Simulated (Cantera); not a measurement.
An adiabatic, constant-volume homogeneous reactor starts with H2 : O2 : N2 : NO = 1 : 0.926 : 3.48 : 0.016 (molar parts), at 1400 K and 5.00 bar. Integrator tolerance rtol = 1e-08.

Model: GRI-Mech 3.0 (53 species, 325 reactions), integrated in Cantera. The hydrogen kinetics of GRI-Mech 3.0 are dated; newer H2 mechanisms differ, most at raised pressure.

Problem. What does this change do: H2 1 to 2.3 parts?

Solution. 
| quantity | before | after |
|---|---|---|
| time of steepest temperature rise | 4.12 µs | 3.92 µs |
| temperature at 0.500 s | 2766 K | 3170 K |
| equilibrium temperature | 2766 K | 3170 K |
| x(H2) at 0.500 s | 0.00440 (gas-phase equilibrium 0.00440) | 0.0935 (gas-phase equilibrium 0.0935) |
| x(O2) at 0.500 s | 0.0733 (gas-phase equilibrium 0.0733) | 0.00468 (gas-phase equilibrium 0.00468) |
| x(NO) at 0.500 s | 0.0195 (gas-phase equilibrium 0.0195) | 0.00743 (gas-phase equilibrium 0.00743) |
| x(H2O2) at 0.500 s | 1.80e-6 (gas-phase equilibrium 1.80e-6) | 1.26e-6 (gas-phase equilibrium 1.26e-6) |
| x(OH) at 0.500 s | 0.0186 (gas-phase equilibrium 0.0186) | 0.0264 (gas-phase equilibrium 0.0264) |
Above 3000 K some thermodynamic fits are extrapolated.

Problem. What does this change do: pressure from 5.00 bar to 10.0 bar?

Solution. 
| quantity | before | after |
|---|---|---|
| time of steepest temperature rise | 4.12 µs | 2.37 µs |
| temperature at 0.500 s | 2766 K | 2792 K |
| equilibrium temperature | 2766 K | 2792 K |
| x(H2) at 0.500 s | 0.00440 (gas-phase equilibrium 0.00440) | 0.00348 (gas-phase equilibrium 0.00348) |
| x(O2) at 0.500 s | 0.0733 (gas-phase equilibrium 0.0733) | 0.0734 (gas-phase equilibrium 0.0734) |
| x(NO) at 0.500 s | 0.0195 (gas-phase equilibrium 0.0195) | 0.0202 (gas-phase equilibrium 0.0202) |
| x(H2O2) at 0.500 s | 1.80e-6 (gas-phase equilibrium 1.80e-6) | 2.71e-6 (gas-phase equilibrium 2.71e-6) |
| x(OH) at 0.500 s | 0.0186 (gas-phase equilibrium 0.0186) | 0.0168 (gas-phase equilibrium 0.0168) |
